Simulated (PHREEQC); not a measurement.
Solution (25 °C): 0.12 mol ZnSO4, 0.021 mol CaCl2, 0.23 mol H2SO4 and 0.0046 mol Na2SO4 per kg of water. Closed to the air; pH follows from the charge balance.

All values are PHREEQC results (ion-association model, phreeqc.dat), not measurements.

The pH is 0.78 and the ionic strength comes out as 0.552 mol/kgw. The activity of water comes out as 0.988, the density comes out as 1.032 g/cm³ and the total alkalinity comes out as -460 meq/kg.

```
species     molality  activity   log γ
----------  --------  --------  ------
HSO4-          0.234     0.172  -0.133
H+             0.219     0.167  -0.119
Zn+2          0.0737    0.0153  -0.683
SO4-2         0.0537    0.0106  -0.705
Cl-           0.0403    0.0259  -0.192
ZnSO4         0.0335    0.0380   0.055
Zn(SO4)2-2    0.0111   0.00327  -0.532
Ca+2         0.00980   0.00251  -0.592
Na+          0.00872   0.00625  -0.145
CaHSO4+      0.00704   0.00519  -0.133
CaSO4        0.00416   0.00472   0.055
ZnCl+        0.00166   0.00107  -0.192
NaSO4-      0.000483  0.000332  -0.163
```

No solid was allowed to form.
